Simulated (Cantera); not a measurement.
A closed system holds: 1 mol Fe, 2.8 mol H₂O, 210 mol N₂, at 1625 K and 36.0 Pa.

Cantera equilibrium calculation (NASA polynomials, part measured and part estimated; ideal gas, pure solids and liquids). Candidate condensed phases: Fe, FeO, Fe(OH)₂, Fe(OH)₃, Fe₂O₃, Fe₃O₄, H₂O; 27 gas species. The tables' stoichiometric FeO is somewhat more stable than real wüstite, so its field is too wide. FeO: taken at fixed stoichiometry. Kinetics and transport are ignored.

Base state: N₂ 0.986, H₂O 0.00931, H₂ 0.00371, Fe 0.000896, H 0.000226, OH 2.39e-5, FeO 1.47e-5 (mole fractions); condensed: FeO(s).

Task: What changes in the equilibrium state with this change: H₂O from 2.8 to 0.73 mol?

Result: 
| species | before | after |
|---|---|---|
| N₂ | 0.986 | 0.994 |
| Fe | 0.000896 | 0.00279 |
| H₂ | 0.00371 | 0.00187 |
| H₂O | 0.00931 | 0.00150 |
| OH | 2.39e-5 | 5.45e-6 |
| H | 0.000226 | 0.000161 |
| FeO(s), mol | 0.806 | 0.407 |
